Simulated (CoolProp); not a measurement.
n-perfluorohexane along the isotherm 450 K: density (kg/m³) from the reference equation and from simpler models built on Tc = 448.0 K, pc = 1.742 MPa, ω = 0.497; each cubic takes its own stable root.

Values from CoolProp's reference Helmholtz-energy equation of state, Gao 2022.

| p (MPa) | phase | reference |
|---|---|---|
| 1.16 | gas | 147.3 |
| 2.32 | supercritical | 986.3 |
| 3.48 | supercritical | 1102 |
| 4.64 | supercritical | 1159 |
| 5.81 | supercritical | 1198 |
| 6.97 | supercritical | 1229 |
| 8.13 | supercritical | 1254 |
| 9.29 | supercritical | 1275 |
| 10.4 | supercritical | 1293 |
| 11.6 | supercritical | 1310 |
| 12.8 | supercritical | 1326 |
| 13.9 | supercritical | 1339 |
| 15.1 | supercritical | 1352 |
| 16.3 | supercritical | 1364 |
| 17.4 | supercritical | 1375 |

**Question.** How far does each simpler model (van der Waals, Redlich-Kwong, Peng-Robinson) lie from the reference over these 15 states: mean and median of the absolute difference, and the worst?

**Answer.** 
- van der Waals: mean 29.6 %, median 30.7 %, worst -34.8 % at 450 K and 2.32 MPa
- Redlich-Kwong: mean 11.8 %, median 10.9 %, worst -22.5 % at 450 K and 2.32 MPa
- Peng-Robinson: mean 3.6 %, median 1.8 %, worst -15.1 % at 450 K and 2.32 MPa
